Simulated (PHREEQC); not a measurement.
Synthetic water in mg/L, 25 °C, pH 5.64, pe 0.3: Na 0.481; K 0.00115; Ca 0.418; Mg 1.14; Cl 1.6; S(6) as SO4 2.92; Alkalinity as HCO3 1.89; Zn 0.201; Ba 0.0209.

Valence states are taken as typed.

The numbers come from PHREEQC with the ion-association model, phreeqc.dat.

No solid was allowed to form.

Question: Estimate the charge-balance error.

Answer: charge-balance error 1.8 %.

Question: In which forms is Ba present?

Answer: Ba+2 99 %, BaSO4 1.3 % of the Ba.

Complexes and solids missing from the database can't appear.
